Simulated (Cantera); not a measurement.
**Thermodynamics of carbothermic reduction, feed Fe2O3 + CH4 + H2 + CO**

Feed: 1 mol Fe2O3, 2 mol CH4, 2.9 mol H2, 3 mol CO, held at 1725 °C.

Method: chemical equilibrium by Gibbs-energy minimisation in Cantera with the NASA 1993 tables (ideal gas, pure condensed phases). Candidate condensed phases: C, C6H6, C7H8, C8H18, Fe, Fe(CO)5, FeO, Fe(OH)2, Fe(OH)3, Fe2O3, Fe3O4, H2O; 114 gas species. Kinetics and transport are ignored.

From 10.0 Pa to 1.80 mbar nothing is condensed. From 7.50 mbar to 10.0 bar the condensed part is Fe(l). The main Fe-bearing gas is Fe throughout.

```csv
P (Pa),x H2,x CO,x Fe,x H,x H2O,x CO2,n Fe(l)
10,0.367,0.331,0.136,0.0973,0.0553,0.0109,0
42,0.401,0.340,0.140,0.0496,0.0582,0.0108,0
180,0.418,0.345,0.142,0.0245,0.0596,0.0107,0
750,0.475,0.385,0.0476,0.0128,0.0672,0.0119,1.40
3200,0.498,0.402,0.0112,0.00633,0.0703,0.0124,1.86
13000,0.505,0.406,0.00275,0.00316,0.0711,0.0125,1.97
56000,0.507,0.407,0.000638,0.00153,0.0714,0.0125,1.99
240000,0.508,0.407,0.000149,0.000739,0.0714,0.0125,2.00
1000000,0.508,0.408,3.57e-5,0.000362,0.0715,0.0125,2.00
```
x: gas mole fraction; n: condensed amount in mol.
